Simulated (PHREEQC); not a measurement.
Solution (70 °C): 0.1 mol/kgw Cu(NO3)2, 0.03 mol/kgw HBF4 and 0.0017 mol/kgw H3BO3. It is in equilibrium with CO2 at log p = -3.4 (atm). Otherwise closed; pH follows from the charge balance.

The numbers come from PHREEQC with the ion-association model, wateq4f.dat.

Precipitation was switched off in this run.

Q: Order these B species by the share of B that they hold, largest first: BF3OH-, BF2(OH)2-, H3BO3, BF4-.

A: BF4- (78 %), H3BO3 (16 %), BF3OH- (4.4 %), BF2(OH)2- (1.8 %)

Q: Order these F species by the share of F that they hold, largest first: F-, BF2(OH)2-, BF4-, BF3OH-, HF.

A: BF4- (82 %), HF (13 %), BF3OH- (3.5 %), BF2(OH)2- (0.93 %), F- (0.29 %)

The pH is 1.68 and the ionic strength 0.327 mol/kgw. At this temperature some constants are extrapolated from 25 °C, and those without enthalpy data are left unchanged. Real BF4- forms and hydrolyses slowly; the run takes it at equilibrium.
